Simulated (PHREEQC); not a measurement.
0.25 g of hydrous ferric oxide (600 m²/g; 0.2 weak and 0.005 strong sites per Fe, Dzombak-Morel constants, diffuse double layer) in 1 kg of water with 0.1 mol/kgw of an inert sodium salt and 8.2e-05 mol/kgw ZnSO4 and 8e-06 mol/kgw NaF, at 25 °C; the pH is set by adding NaOH or the inert anion's acid. Oxygen is held at 0.21 atm. CO2 from the air is kept out. No solid was allowed to form.

Model: ion-association model, wateq4f.dat, run in PHREEQC.

| pH | S sorbed (%) | Zn sorbed (%) | F sorbed (%) |
|---|---|---|---|
| 4 | 93.1 | 0.0 | 58.5 |
| 4.67 | ___ | 0.5 | 52.2 |
| 5.33 | 70.1 | 5.4 | 40.3 |
| 6 | ___ | 17.9 | 27.4 |
| 6.67 | 14.1 | 45.4 | 15.7 |
| 7.33 | 3.1 | 86.8 | 7.2 |
| 8 | 0.3 | 98.7 | 2.4 |
| 8.67 | 0.0 | 99.8 | ___ |
| 9.33 | 0.0 | 99.9 | 0.2 |
| 10 | 0.0 | 99.8 | 0.1 |
| 10.67 | 0.0 | 99.4 | 0.0 |
| 11.33 | 0.0 | 96.8 | 0.0 |
| 12 | 0.0 | 66.1 | 0.0 |

Question: Complete the blanks.

Answer: 
- 4.67, S sorbed (%): 87.1
- 6, S sorbed (%): 40.4
- 8.67, F sorbed (%): 0.7
